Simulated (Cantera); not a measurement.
Feed: 1 mol C3H6, 3.4 mol H2O, at 290000 Pa.

Equilibrium computed with Cantera from the NASA thermochemical tables; the gas is ideal and each condensed phase is pure. Candidate condensed phases: C, C6H6, C7H8, C8H18, H2O; 131 gas species. Ions and electrons are included (thermal ionisation). The numbers say what is thermodynamically allowed, not how fast it happens. All values below are at 3477 °C.

Base state: H2 0.356, H 0.351, CO 0.258, H2O 0.0182, OH 0.00940, O 0.00530, CO2 0.00153, O2 0.000103 (mole fractions); condensed: gas only.

Q: What changes in the equilibrium state with this change: H2O from 3.4 to 0.1 mol?

A: 
| species | before | after |
|---|---|---|
| H2 | 0.356 | 0.357 |
| H | 0.351 | 0.352 |
| C2H2 (acetylene) | <1e-9 | 0.121 |
| CO | 0.258 | 0.0226 |
| C3 | <1e-9 | 0.0579 |
| C2H | <1e-9 | 0.0476 |
| C4H2 | <1e-9 | 0.0171 |
| H2O | 0.0182 | 7.90e-8 |
| C2 | <1e-9 | 0.00691 |
| C5 | <1e-9 | 0.00628 |
| C6H2 | <1e-9 | 0.00261 |
| CO2 | 0.00153 | <1e-9 |
| C2H2 (vinylidene) | <1e-9 | 0.00149 |
